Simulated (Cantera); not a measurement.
What does this Cantera script print?

```python
import numpy as np
import cantera as ct

gas = ct.Solution("gri30.yaml")
gas.TPX = 448, 310000, {'CH4': 1, 'C2H6': 0.12, 'C3H8': 0.06, 'O2': 5.33, 'N2': 20.1, 'H2O': 0.54}
inlet = ct.Reservoir(gas, clone=True)
gas.equilibrate("HP")  # start burning
reactor = ct.IdealGasConstPressureReactor(gas, energy="on", clone=False)
exhaust = ct.Reservoir(gas, clone=True)
tau = [0.059, 0.029, 0.014, 0.0071, 0.0035, 0.0017, 0.00086, 0.00043, 0.00021, 0.0001, 5.2e-05, 2.6e-05][0]
for a, b in ((inlet, reactor), (reactor, exhaust)):
    ct.MassFlowController(a, b, mdot=lambda t: reactor.mass / tau)
net = ct.ReactorNet([reactor])
show = ['CH4', 'C2H6', 'C3H8', 'CH2', 'H']

rows = []
print(f"{'tau/s':>10s}{'T/K':>9s}" + "".join(f"{s:>11s}" for s in show))
for tau in [0.059, 0.029, 0.014, 0.0071, 0.0035, 0.0017, 0.00086, 0.00043, 0.00021, 0.0001, 5.2e-05, 2.6e-05]:
    net.initial_time = 0.0
    net.advance(30 * tau)
    before = gas.X
    net.advance(40 * tau)
    drift = np.max(np.abs(gas.X - before) / (gas.X + 1e-9))
    rows.append([gas.T, *gas[show].X, drift])
    print(f"{tau:10.3e}{gas.T:9.1f}" + "".join(f"{x:11.3e}" for x in gas[show].X))
```

Output:

```
     tau/s      T/K        CH4       C2H6       C3H8        CH2          H
 5.900e-02   1594.7  1.581e-05  4.821e-07  2.561e-07  1.442e-08  1.785e-06
 2.900e-02   1592.5  2.545e-05  7.948e-07  4.261e-07  2.796e-08  3.476e-06
 1.400e-02   1588.9  4.172e-05  1.325e-06  7.130e-07  5.426e-08  6.894e-06
 7.100e-03   1583.5  6.689e-05  2.145e-06  1.151e-06  9.901e-08  1.297e-05
 3.500e-03   1574.3  1.120e-04  3.604e-06  1.916e-06  1.817e-07  2.465e-05
 1.700e-03   1557.8  2.002e-04  6.427e-06  3.351e-06  3.295e-07  4.573e-05
 8.600e-04   1525.3  4.062e-04  1.301e-05  6.534e-06  5.545e-07  7.500e-05
 4.300e-04    448.0  3.683e-02  4.420e-03  2.210e-03 -4.513e-34 -1.115e-33
 2.100e-04    448.0  3.683e-02  4.420e-03  2.210e-03  2.622e-36  6.526e-36
 1.000e-04    448.0  3.683e-02  4.420e-03  2.210e-03  1.869e-37  4.647e-37
 5.200e-05    448.0  3.683e-02  4.420e-03  2.210e-03  2.498e-39  6.378e-39
 2.600e-05    448.0  3.683e-02  4.420e-03  2.210e-03  4.083e-39  1.011e-38
```

Cantera simulation using GRI-Mech 3.0 (53 species, 325 reactions); the numbers are that mechanism's predictions, not measurements.
